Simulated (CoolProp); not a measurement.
Vapour-liquid equilibrium of CHF3 (R23) (1) + R134a (2) at 197.9 K; x and y are mole fractions of (1).

The numbers come from the multi-fluid Helmholtz-energy mixture model, Penoncello 2003 and Tillner-Roth 1994; pair parameters Bell 2016 in CoolProp.

| x | bubble pressure (kPa) | y at the bubble point | dew pressure at overall composition x (kPa) | liquid density (mol/L) |
|---|---|---|---|---|
| 0.05 | 12.14 | 0.577 | 5.645 | 15.08 |
| 0.125 | 22.21 | 0.785 | 6.111 | 15.42 |
| 0.2 | 32.26 | 0.863 | 6.661 | 15.78 |
| 0.275 | 42.39 | 0.905 | 7.319 | 16.14 |
| 0.35 | 52.63 | 0.931 | 8.121 | 16.52 |
| 0.425 | 63.04 | 0.948 | 9.120 | 16.91 |
| 0.5 | 73.62 | 0.961 | 10.40 | 17.31 |
| 0.575 | 84.38 | 0.971 | 12.09 | 17.72 |
| 0.65 | 95.30 | 0.979 | 14.45 | 18.15 |
| 0.725 | 106.4 | 0.985 | 17.93 | 18.59 |
| 0.8 | 117.5 | 0.990 | 23.63 | 19.04 |
| 0.875 | 128.8 | 0.994 | 34.59 | 19.49 |
| 0.95 | 140.0 | 0.998 | 64.22 | 19.96 |

No azeotrope shows between x = 0.05 and 0.95.

The pair parameters rest on a limited set of measurements; away from them the model extrapolates.
